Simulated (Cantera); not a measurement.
What does this Cantera script print?

```python
import numpy as np
import cantera as ct

gas = ct.Solution("SiF4_NH3_mec.yaml", "gas")
gas.TPX = 1898, 2666, {'NH3': 2.7, 'N2': 5.7}
inlet = ct.Reservoir(gas, clone=True)

reactor = ct.IdealGasConstPressureReactor(gas, energy="off", clone=False)
exhaust = ct.Reservoir(gas, clone=True)
tau = [7.2, 1.8, 0.46, 0.12, 0.029, 0.0073, 0.0018, 0.00047, 0.00012][0]
for a, b in ((inlet, reactor), (reactor, exhaust)):
    ct.MassFlowController(a, b, mdot=lambda t: reactor.mass / tau)
net = ct.ReactorNet([reactor])
show = ['NH3', 'N2H4', 'H2', 'H', 'N', 'NH', 'NH2']

rows = []
print(f"{'tau/s':>10s}{'T/K':>9s}" + "".join(f"{s:>11s}" for s in show))
for tau in [7.2, 1.8, 0.46, 0.12, 0.029, 0.0073, 0.0018, 0.00047, 0.00012]:
    net.initial_time = 0.0
    net.advance(30 * tau)
    before = gas.X
    net.advance(40 * tau)
    drift = np.max(np.abs(gas.X - before) / (gas.X + 1e-9))
    rows.append([gas.T, *gas[show].X, drift])
    print(f"{tau:10.3e}{gas.T:9.1f}" + "".join(f"{x:11.3e}" for x in gas[show].X))
```

Output:

```
     tau/s      T/K        NH3       N2H4         H2          H          N         NH        NH2
 7.200e+00   1898.0  7.233e-02  9.223e-10  2.824e-01  2.470e-04  7.001e-07  5.824e-06  1.765e-04
 1.800e+00   1898.0  1.613e-01  3.039e-09  1.814e-01  1.296e-04  6.989e-07  7.931e-06  3.204e-04
 4.600e-01   1898.0  2.523e-01  6.421e-09  7.803e-02  5.238e-05  5.166e-07  8.582e-06  4.657e-04
 1.200e-01   1898.0  3.001e-01  9.744e-09  2.370e-02  1.715e-05  2.077e-07  6.993e-06  5.737e-04
 2.900e-02   1898.0  3.168e-01  9.977e-09  4.819e-03  3.981e-06  3.840e-08  4.381e-06  5.805e-04
 7.300e-03   1898.0  3.207e-01  3.674e-09  5.406e-04  6.067e-07  4.186e-09  1.835e-06  3.523e-04
 1.800e-03   1898.0  3.213e-01  2.965e-10  5.615e-05  1.963e-07  4.633e-10  2.490e-07  1.002e-04
 4.700e-04   1898.0  3.214e-01  2.009e-11  1.312e-05  1.751e-07  2.015e-11  1.667e-08  2.621e-05
 1.200e-04   1898.0  3.214e-01  1.216e-12  3.207e-06  1.677e-07  2.615e-13  7.765e-10  6.577e-06
```

Model: the gas-phase N/H chemistry of the illustrative SiF4/NH3 mechanism in the Surface Chemkin manual (1991), integrated in Cantera. Walls and surfaces, which speed up NH3 decomposition in real reactors, are not modelled.
